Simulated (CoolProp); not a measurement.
Methane along the isobar 2.24 MPa: Z from the reference equation and from simpler models built on Tc = -82.6 °C, pc = 4.599 MPa, ω = 0.011; each cubic takes its own stable root.

The numbers come from the reference Helmholtz-energy equation of state, Setzmann 1991 in CoolProp.

| T (°C) | phase | reference | van der Waals | Redlich-Kwong | Peng-Robinson |
|---|---|---|---|---|---|
| -166.75 | liquid | 0.09408 | 0.1365 | 0.09274 | 0.08349 |
| -147.35 | liquid | 0.08520 | 0.1236 | 0.08499 | 0.07613 |
| -127.95 | liquid | 0.08042 | 0.1174 | 0.08214 | 0.07322 |
| -108.65 | liquid | 0.08037 | 0.7288 | 0.08607 | 0.07651 |
| -89.25 | gas | 0.7850 | 0.8127 | 0.7842 | 0.7664 |
| -69.85 | gas | 0.8519 | 0.8614 | 0.8496 | 0.8334 |
| -50.55 | gas | 0.8922 | 0.8934 | 0.8898 | 0.8755 |
| -31.15 | gas | 0.9192 | 0.9161 | 0.9170 | 0.9047 |
| -11.75 | gas | 0.9383 | 0.9329 | 0.9363 | 0.9257 |
| 7.55 | gas | 0.9522 | 0.9456 | 0.9503 | 0.9412 |
| 26.95 | gas | 0.9628 | 0.9555 | 0.9610 | 0.9532 |
| 46.35 | gas | 0.9710 | 0.9633 | 0.9691 | 0.9625 |
| 65.65 | gas | 0.9773 | 0.9696 | 0.9755 | 0.9699 |
| 85.05 | gas | 0.9824 | 0.9747 | 0.9806 | 0.9758 |
| 104.45 | gas | 0.9865 | 0.9789 | 0.9847 | 0.9806 |
| 123.75 | gas | 0.9898 | 0.9825 | 0.9880 | 0.9845 |

At some of these states van der Waals gives the other phase, because its saturation line lies elsewhere.
